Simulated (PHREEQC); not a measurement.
Solution A (26 mmol/kgw MgCl2 and 0.19 mmol/kgw Na2HPO4) is mixed with solution B (0.25 mol/kgw NaBr) at 20 °C; shares are by mass of water, 1 kg in all. Oxygen is held at 0.21 atm. CO2 from the air is kept out. Precipitation was switched off in this run.

Computed with PHREEQC (ion-association model, phreeqc.dat).

Predict pH, MgHPO4 (mol/kgw), MgPO4- (mol/kgw), H2PO4- (mol/kgw) at share of solution B = 0, 0.6.


| share of solution B | pH | MgHPO4 (mol/kgw) | MgPO4- (mol/kgw) | H2PO4- (mol/kgw) |
|---|---|---|---|---|
| 0 | 7.54 | 0.000124 | 1.18e-5 | 9.85e-6 |
| 0.6 | 7.72 | 2.68e-5 | 4.19e-6 | 4.73e-6 |
